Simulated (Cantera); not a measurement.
# Stirred combustor or abatement burner

A perfectly stirred reactor is fed with CH4 : O2 : N2 : H2 = 1 : 4.44 : 16.7 : 1.5 (molar parts), equivalence ratio 0.62, at 10.0 bar; it is adiabatic with a 598 K inlet, and is followed from long to short residence time, starting on the burning branch (τ in s: 0.12, 0.053, 0.023, 0.01, 0.0044, 0.0019, 0.00085, 0.00037, 0.00016, 7.1e-05, 3.1e-05, 1.4e-05).

Cantera simulation using GRI-Mech 3.0 (53 species, 325 reactions); the numbers are that mechanism's predictions, not measurements.

| τ (s) | T (K) | x CH4 | x O2 | x C2H | x CO | x H2 |
|---|---|---|---|---|---|---|
| 0.12 | 1989 | 7.76e-7 | 0.0734 | <1e-12 | 7.52e-5 | 5.16e-5 |
| 0.053 | 1989 | 1.71e-6 | 0.0735 | <1e-12 | 9.19e-5 | 5.69e-5 |
| 0.023 | 1988 | 3.72e-6 | 0.0735 | <1e-12 | 0.000128 | 6.85e-5 |
| 0.010 | 1987 | 7.72e-6 | 0.0736 | 1.83e-12 | 0.000204 | 9.24e-5 |
| 0.0044 | 1985 | 1.49e-5 | 0.0737 | 6.33e-12 | 0.000347 | 0.000138 |
| 0.0019 | 1980 | 2.78e-5 | 0.0738 | 1.89e-11 | 0.000617 | 0.000225 |
| 0.00085 | 1974 | 4.89e-5 | 0.0740 | 4.64e-11 | 0.00107 | 0.000371 |
| 0.00037 | 1962 | 8.67e-5 | 0.0744 | 1.05e-10 | 0.00190 | 0.000632 |
| 0.00016 | 1942 | 0.000157 | 0.0752 | 2.16e-10 | 0.00337 | 0.00109 |
| 7.1e-5 | 1911 | 0.000290 | 0.0768 | 4.07e-10 | 0.00585 | 0.00185 |
| 3.1e-5 | 1855 | 0.000612 | 0.0802 | 7.66e-10 | 0.0103 | 0.00330 |
| 1.4e-5 | 598 | 0.0423 | 0.188 | <1e-12 | <1e-12 | 0.0635 |
x: mole fraction; the columns are a selection and need not sum to one.
